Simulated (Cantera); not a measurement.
Standard-state values (1 bar) from the NASA 1993 polynomials, evaluated with Cantera. Values are per mole of reaction as written; species without (g) are pure solids or liquids, kept so even where they would boil at 1 bar.

Between 1725 and 2250 K, where is each reaction favourable under standard conditions?
- 10 OH(g) + 2 Ta ⇌ 5 H2O(g) + Ta2O5


- 10 OH(g) + 2 Ta ⇌ 5 H2O(g) + Ta2O5: ΔG° is -2201 kJ at 1725 K and -1783 kJ at 2250 K; it stays negative (K > 1). ΔH° is -3470 kJ and ΔS° -750 J/K at 2250 K.
